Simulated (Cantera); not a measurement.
A perfectly stirred reactor is fed with 3.27 % C₃H₈, 14.9 % O₂, 81.8 % N₂, equivalence ratio 1.1, at 940000 Pa; it is adiabatic with a 725 K inlet, and is followed from long to short residence time, starting on the burning branch (τ in s: 0.021, 0.01, 0.0048, 0.0023, 0.0011, 0.00055, 0.00026, 0.00013, 6.2e-05, 3e-05, 1.5e-05, 7e-06).

Detailed kinetics in Cantera: GRI-Mech 3.0 (53 species, 325 reactions). GRI-Mech 3.0 was tuned for natural gas; its chemistry of propane as a main component is partial and can be far from experiment.

Task: Predict: blow-out, bracketed by the residence times tried; x(C₃H₈) at τ = 21.0 ms; x(O₂) at τ = 21.0 ms; x(N₂O) at τ = 21.0 ms; x(NO) at τ = 21.0 ms; x(CH₄) at τ = 21.0 ms; x(C₃H₈) at τ = 0.260 ms; x(O₂) at τ = 0.260 ms; x(N₂O) at τ = 0.260 ms; x(NO) at τ = 0.260 ms; x(CH₄) at τ = 0.260 ms.

Result: 
* **blow-out, bracketed by the residence times tried**: burning at 30.0 µs, out at 15.0 µs
* **x(C₃H₈) at τ = 21.0 ms**: 2.32e-7
* **x(O₂) at τ = 21.0 ms**: 0.000327
* **x(N₂O) at τ = 21.0 ms**: 9.37e-8
* **x(NO) at τ = 21.0 ms**: 0.000294
* **x(CH₄) at τ = 21.0 ms**: 4.34e-6
* **x(C₃H₈) at τ = 0.260 ms**: 8.48e-6
* **x(O₂) at τ = 0.260 ms**: 0.00421
* **x(N₂O) at τ = 0.260 ms**: 3.66e-7
* **x(NO) at τ = 0.260 ms**: 0.000304
* **x(CH₄) at τ = 0.260 ms**: 2.37e-5
